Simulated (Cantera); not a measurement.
Ignition delay

Mixture: H₂ : O₂ : N₂ : H₂O = 1 : 0.893 : 3.36 : 0.74 (molar parts), at 2.86 atm, adiabatic and at constant volume. Ignition delay is the time to a rise of 400 K.

Computed with Cantera and GRI-Mech 3.0 (53 species, 325 reactions). The hydrogen kinetics of GRI-Mech 3.0 are dated; newer H2 mechanisms differ, most at raised pressure. Below about 950 K walls govern HO2 and H2O2 in real vessels.

```
T0 (K)  delay (ms)
------  ----------
850           1450
925            165
1000          23.7
1075          3.64
1150         0.353
1225        0.0328
1300        0.0155
1375       0.00998
1450       0.00728
1525       0.00574
```

```json
{
  "apparent activation energy between 1375 and 1525 K": "64 kJ/mol"
}
```
